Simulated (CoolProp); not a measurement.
Saturation properties of carbon dioxide (Tc = 31.0 °C, pc = 73.77 bar, ω = 0.224).

Values from CoolProp's reference Helmholtz-energy equation of state, Span 1996.

```tsv
T (°C)	p (bar)	liquid cp (kJ/(kg K))	surface tension (mN/m)	liquid viscosity (µPa s)
-32.35	___	2.056	11.0	170
-25.35	16.64	2.111	9.49	152
-18.45	20.65	2.183	___	136
-11.45	25.41	2.282	6.65	___
-4.55	30.84	2.419	5.32	109
2.45	37.17	___	4.04	96.2
9.35	44.30	___	2.86	84.6
16.35	52.55	3.605	1.75	73.0
```

**Question.** What belongs in the gaps?

**Answer.** 
- -32.35, p (bar): 13.18
- -18.45, surface tension (mN/m): 8.06
- -11.45, liquid viscosity (µPa s): 122
- 2.45, liquid cp (kJ/(kg K)): 2.625
- 9.35, liquid cp (kJ/(kg K)): 2.955

Viscosity comes from a separate model (Laesecke 2017). Surface tension comes from a separate correlation (Mulero 2012).
